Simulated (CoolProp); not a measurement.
Vapour-liquid equilibrium of cis-2-butene (1) + methanol (2) at 1.09 MPa; x and y are mole fractions of (1).

Computed with CoolProp (multi-fluid Helmholtz-energy mixture model, Lemmon 2005 and de Reuck 1993; pair parameters Bell 2016).

```json
[
 {"x": "0.05", "bubble temperature, mixture model (K)": "398.0", "bubble temperature, Raoult's law (K)": "409.8", "y, mixture model": "0.323", "y, Raoult's law": "0.127"},
 {"x": "0.125", "bubble temperature, mixture model (K)": "379.3", "bubble temperature, Raoult's law (K)": "404.9", "y, mixture model": "0.611", "y, Raoult's law": "0.293"},
 {"x": "0.2", "bubble temperature, mixture model (K)": "368.0", "bubble temperature, Raoult's law (K)": "400.1", "y, mixture model": "0.730", "y, Raoult's law": "0.431"},
 {"x": "0.275", "bubble temperature, mixture model (K)": "362.6", "bubble temperature, Raoult's law (K)": "395.5", "y, mixture model": "0.776", "y, Raoult's law": "0.545"},
 {"x": "0.35", "bubble temperature, mixture model (K)": "360.5", "bubble temperature, Raoult's law (K)": "391.0", "y, mixture model": "0.793", "y, Raoult's law": "0.640"},
 {"x": "0.425", "bubble temperature, mixture model (K)": "360.0", "bubble temperature, Raoult's law (K)": "386.7", "y, mixture model": "0.797", "y, Raoult's law": "0.719"},
 {"x": "0.5", "bubble temperature, mixture model (K)": "359.9", "bubble temperature, Raoult's law (K)": "382.7", "y, mixture model": "0.798", "y, Raoult's law": "0.783"},
 {"x": "0.575", "bubble temperature, mixture model (K)": "359.9", "bubble temperature, Raoult's law (K)": "378.8", "y, mixture model": "0.798", "y, Raoult's law": "0.836"},
 {"x": "0.65", "bubble temperature, mixture model (K)": "359.6", "bubble temperature, Raoult's law (K)": "375.1", "y, mixture model": "0.803", "y, Raoult's law": "0.879"},
 {"x": "0.725", "bubble temperature, mixture model (K)": "359.2", "bubble temperature, Raoult's law (K)": "371.6", "y, mixture model": "0.813", "y, Raoult's law": "0.915"},
 {"x": "0.8", "bubble temperature, mixture model (K)": "358.7", "bubble temperature, Raoult's law (K)": "368.3", "y, mixture model": "0.835", "y, Raoult's law": "0.944"},
 {"x": "0.875", "bubble temperature, mixture model (K)": "358.5", "bubble temperature, Raoult's law (K)": "365.2", "y, mixture model": "0.872", "y, Raoult's law": "0.969"},
 {"x": "0.95", "bubble temperature, mixture model (K)": "359.1", "bubble temperature, Raoult's law (K)": "362.3", "y, mixture model": "0.934", "y, Raoult's law": "0.989"}
]
```

The largest gap from Raoult's law is -32.9 K in bubble temperature, at x = 0.275. y crosses x between x = 0.8 and 0.875: the model has an azeotrope there.

Pair parameters are fitted to limited data, so mixtures are less certain than the pure fluids. With so large a gap from Raoult's law the liquid may split in two, which this calculation doesn't test in full.
